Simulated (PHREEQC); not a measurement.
## Spent oxide etchant (model solution)

Make-up at 25 °C and 100 atm: 89 mmol/kgw NH4HF2, 0.16 mmol/kgw (NH4)2SiF6, 1.2 mmol/kgw HBF4 and 8.3 mmol/kgw H2SO4. Closed to the air; pH follows from the charge balance.

The numbers come from PHREEQC with the ion-association model, phreeqc.dat.

The pH is 2.83, the ionic strength comes out as 0.0946 mol/kgw and the density is 1.004 g/cm³. The total alkalinity comes out as -111 meq/kg.

| species | molality | activity | log γ |
|---|---|---|---|
| NH4+ | 0.0871 | 0.0653 | -0.125 |
| HF | 0.0869 | 0.0888 | 0.009 |
| F- | 0.0556 | 0.0426 | -0.115 |
| HF2- | 0.0177 | 0.0139 | -0.105 |
| SO4-2 | 0.00567 | 0.00216 | -0.419 |
| NH4SO4- | 0.00227 | 0.00179 | -0.105 |
| H+ | 0.00177 | 0.00147 | -0.082 |
| BF4- | 0.00120 | 0.000938 | -0.105 |
| HSO4- | 0.000355 | 0.000279 | -0.105 |
| SiF6-2 | 0.000160 | 6.15e-5 | -0.415 |

This is a speciation only: nothing precipitates in the calculation. Species that the database lacks are ignored. Under pressure, the constants of complexes without a molar volume in the database are unreliable. SiF6-2 is the database's only silicon fluoride. Real BF4- forms and hydrolyses slowly; the run takes it at equilibrium.
